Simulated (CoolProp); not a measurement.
Computed with CoolProp (reference Helmholtz-energy equation of state, Lemmon 2003). It is a pseudo-pure fit of the blend.

Question: For R404A, give the phase and the cp (kJ/(kg K)), cv (kJ/(kg K)), viscosity (µPa s) at -57.25 °C and 178 kPa; 226.15 °C and 50.7 kPa.

Answer: 
- -57.25 °C and 178 kPa: liquid; cp 1.23, cv 0.808, viscosity 378
- 226.15 °C and 50.7 kPa: gas; cp 1.17, cv 1.09, viscosity 20.1

Viscosity comes from a separate model (Geller 2000).
